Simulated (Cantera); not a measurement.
Input (Python, Cantera) and output of one run.

```python
import numpy as np
import cantera as ct

gas_names = """
    F F2 Mg MgF MgF2 MgN Mg2 Mg2F4 N NF NF2 NF3 N2
""".split()
cond_names = """
    Mg(cr) Mg(L) MgF2(s) MgF2(L)
""".split()


# ... load() reads the species with a 1 bar reference pressure and builds the phases ...
atoms = {
    'MgF2': {'Mg': 1, 'F': 2},
    'N2': {'N': 2},
}
top_T = {}  # K; cautious upper limits of use, not melting points


# ... equilibrate(T, P, feed) seeds the gas with the atoms and calls Mixture.equilibrate('TP', solver="vcs", rtol=1e-11, max_steps=5000) ...
results = []
T = 2050  # K
P = 10000  # Pa
for m in [0.76, 2.1, 3.5, 4.8, 6.1, 7.5, 8.8, 10]:
    feed = {'MgF2': 1, 'N2': m}  # mol
    mix = equilibrate(T, P, feed)
    results.append((T, P, feed, dict(zip(mix.species_names, mix.species_moles))))

top = {s: max(r[3][s] / sum(r[3][g] for g in gas_names) for r in results) for s in gas_names}
cols = sorted((s for s in top if top[s] > 1e-05), key=lambda s: -top[s])[:9]
seen = [c for c in cond_names if any(r[3].get(c, 0) > 1e-12 for r in results)]
print("log10 of partial pressures in bar; condensed amounts in mol")
print(f"{'n(N2)':>10s}" + "".join(f"{s[:9]:>10s}" for s in cols + seen))
for T, P, feed, n in results:
    ng = sum(n[g] for g in gas_names)
    print(f"{feed['N2']:10.4g}" + "".join(f"{np.log10(max(n[s] / ng * P / 1e5, 1e-99)):10.3f}" for s in cols)
          + "".join(f"{n.get(c, 0):10.4g}" for c in seen))
```

It prints:

```
log10 of partial pressures in bar; condensed amounts in mol
     n(N2)        N2      MgF2     Mg2F4         F       MgF   MgF2(L)
      0.76    -1.237    -1.378    -4.342    -4.619    -4.623    0.4492
       2.1    -1.169    -1.492    -4.572    -4.676    -4.681         0
       3.5    -1.109    -1.654    -4.895    -4.756    -4.762         0
       4.8    -1.082    -1.764    -5.116    -4.811    -4.818         0
       6.1    -1.066    -1.852    -5.291    -4.854    -4.862         0
       7.5    -1.054    -1.930    -5.448    -4.893    -4.902         0
       8.8    -1.047    -1.992    -5.571    -4.924    -4.933         0
        10    -1.041    -2.042    -5.672    -4.949    -4.958         0
```

These are equilibrium values from Cantera (NASA tables, ideal gas, pure condensed phases), not measurements of a reactor.
